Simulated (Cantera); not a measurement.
A Cantera script and what it prints.

```python
import numpy as np
import cantera as ct

gas_names = """
    N CO N2O O2
""".split()
cond_names = """
    C(gr)
""".split()


# ... load() reads the species with a 1 bar reference pressure and builds the phases ...
species = {s.name: s for s in load("nasa_gas.yaml", gas_names) + load("nasa_condensed.yaml", cond_names)}
# Each term lists the table entries of one substance; the one whose range holds T is used.
reactions = {
    '2 N(g) + CO(g) = C + N2O(g)':
        [(-2, ['N']), (-1, ['CO']), (1, ['C(gr)']), (1, ['N2O'])],
    'O2(g) + 4 N(g) = 2 N2O(g)':
        [(-1, ['O2']), (-4, ['N']), (2, ['N2O'])],
}


def pick(names, T):
    return next(species[n] for n in names if species[n].thermo.min_temp <= T <= species[n].thermo.max_temp)


results = []
for label, terms in reactions.items():
    print(label)
    print("     T/K   dH/kJ  dS/(J/K)   dG/kJ   log10 K")
    for T in [300, 1773, 1873, 1973, 2073, 2173, 2273]:
        used = [(nu, pick(names, T)) for nu, names in terms]
        dH = sum(nu * s.thermo.h(T) for nu, s in used) / 1e6
        dS = sum(nu * s.thermo.s(T) for nu, s in used) / 1e3
        dG = dH - T * dS / 1e3
        logK = -dG * 1e6 / (ct.gas_constant * T * np.log(10))
        results.append((label, T, dH, dS, dG, logK, [s.name for _, s in used]))
        print(f"{T:8g} {dH:8.1f} {dS:8.1f} {dG:8.1f} {logK:8.2f}")
```

Result:

```
2 N(g) + CO(g) = C + N2O(g)
     T/K   dH/kJ  dS/(J/K)   dG/kJ   log10 K
     300   -753.3   -278.7   -669.7   116.60
    1773   -754.1   -287.2   -244.9     7.21
    1873   -753.3   -286.8   -216.2     6.03
    1973   -752.5   -286.3   -187.5     4.96
    2073   -751.6   -285.9   -158.9     4.00
    2173   -750.7   -285.5   -130.3     3.13
    2273   -749.8   -285.1   -101.8     2.34
O2(g) + 4 N(g) = 2 N2O(g)
     T/K   dH/kJ  dS/(J/K)   dG/kJ   log10 K
     300  -1727.6   -378.6  -1614.0   281.02
    1773  -1742.5   -405.4  -1023.7    30.16
    1873  -1742.5   -405.4   -983.2    27.42
    1973  -1742.3   -405.3   -942.7    24.96
    2073  -1742.2   -405.2   -902.1    22.73
    2173  -1742.0   -405.1   -861.6    20.71
    2273  -1741.7   -405.0   -821.1    18.87
```

Cantera with NASA thermochemical tables; ideal gases at 1 bar, condensed phases pure. Condensed species are held in their standard states even where they would react or evaporate.
